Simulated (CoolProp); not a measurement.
Values from CoolProp's reference Helmholtz-energy equation of state, Lemmon 2006. It is a short technical equation, of lower accuracy than the large ones.

Give the vapour pressure (MPa), liquid density (kg/m³), enthalpy of vaporisation (kJ/kg), vapour Z of saturated acetone at 85.75 °C.


```tsv
T (°C)	p (MPa)	liquid density (kg/m³)	enthalpy of vaporisation (kJ/kg)	vapour Z
85.75	0.254	712	467	0.910
```
